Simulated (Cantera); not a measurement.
Feed: 1 mol MgO, 0.6 mol SO3, 1.1 mol CO2, equilibrated at 0.260 bar.

Method: chemical equilibrium by Gibbs-energy minimisation in Cantera with the NASA 1993 tables (ideal gas, pure condensed phases). Candidate condensed phases: C, Mg, MgCO3, MgO, MgS, MgSO4, S; 26 gas species. Mutual solubility and eutectic melting of coexisting phases are not modelled. The numbers say what is thermodynamically allowed, not how fast it happens.

x: gas mole fraction; n: condensed amount in mol.

```csv
T (K),x CO2,x SO2,x O2,x SO3,x CO,x O,x SO,n MgO(s),n MgSO4(s)
823,1.000,1.44e-6,7.19e-7,1.42e-8,9.34e-11,<1e-12,<1e-12,0.400,0.600
873,1.000,1.19e-5,5.96e-6,1.49e-7,3.47e-10,<1e-12,<1e-12,0.400,0.600
923,1.000,7.81e-5,3.91e-5,1.20e-6,1.12e-9,<1e-12,<1e-12,0.400,0.600
973,0.999,0.000420,0.000210,7.76e-6,3.21e-9,1.92e-12,<1e-12,0.400,0.600
1023,0.997,0.00190,0.000951,4.15e-5,8.29e-9,1.88e-11,<1e-12,0.402,0.598
1073,0.989,0.00745,0.00372,0.000189,1.95e-8,1.49e-10,[?],0.408,0.592
1123,0.961,0.0257,0.0128,0.000744,4.18e-8,9.78e-10,[?],0.430,0.570
1173,0.878,0.0794,0.0397,0.00259,7.87e-8,5.46e-9,[?],0.503,0.497
1223,0.658,0.222,0.111,0.00811,1.15e-7,2.64e-8,[?],0.785,0.215
1273,0.552,0.293,0.146,0.00843,2.49e-7,8.07e-8,[?],1.00,0
1323,0.552,0.295,0.147,0.00604,6.78e-7,2.00e-7,[?],1.00,0
```

What belongs in the gaps?


- 1073, x SO: 5.46e-12
- 1123, x SO: 4.58e-11
- 1173, x SO: 3.20e-10
- 1223, x SO: 1.90e-9
- 1273, x SO: 7.02e-9
- 1323, x SO: 2.07e-8
